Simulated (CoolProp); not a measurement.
Model: reference Helmholtz-energy equation of state, Lemmon 2006, in CoolProp. It is a short technical equation, of lower accuracy than the large ones.

**Question.** For C3F8 (R218), give the phase and the speed of sound (m/s), isothermal compressibility (1/MPa) at 365.4 K and 2.03 MPa; 365.4 K and 12.2 MPa.

**Answer.** 
- 365.4 K and 2.03 MPa: gas; speed of sound 100, isothermal compressibility 0.705
- 365.4 K and 12.2 MPa: supercritical; speed of sound 270, isothermal compressibility 0.0157
